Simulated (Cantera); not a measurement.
A freely propagating, adiabatic, planar premixed flame of 4.42 % C3H8, 20.1 % O2, 75.5 % N2, equivalence ratio 1.1, unburnt at 648 K and 1.00 bar; mixture-averaged transport, grid criteria slope 0.08 and curve 0.16, no radiation.

Detailed kinetics in Cantera: GRI-Mech 3.0 (53 species, 325 reactions). GRI-Mech 3.0 was tuned for natural gas; its chemistry of propane as a main component is partial and can be far from experiment. Burning velocities carry a grid error of a few per cent, more on coarse grids.

Task: Predict: laminar burning velocity; thermal thickness; peak x(C2H6); peak x(H); peak x(H2); peak x(OH).

Result: laminar burning velocity: 187 cm/s
thermal thickness: 0.252 mm
peak x(C2H6): 0.00196
peak x(H): 0.0140
peak x(H2): 0.0311
peak x(OH): 0.0109
